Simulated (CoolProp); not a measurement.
Model: reference Helmholtz-energy equation of state, Marx 1992, in CoolProp.

Q: For R113, give the phase and the density (kg/m³), cp (kJ/(kg K)), cv (kJ/(kg K)), isothermal compressibility (1/MPa) at 226.85 °C and 565 kPa; 226.85 °C and 2260 kPa; 226.85 °C and 5090 kPa.

A: 
- 226.85 °C and 565 kPa: gas; density 26.9, cp 0.823, cv 0.766, isothermal compressibility 1.87
- 226.85 °C and 2260 kPa: gas; density 135, cp 0.946, cv 0.792, isothermal compressibility 0.625
- 226.85 °C and 5090 kPa: supercritical; density 855, cp 1.57, cv 0.842, isothermal compressibility 0.116
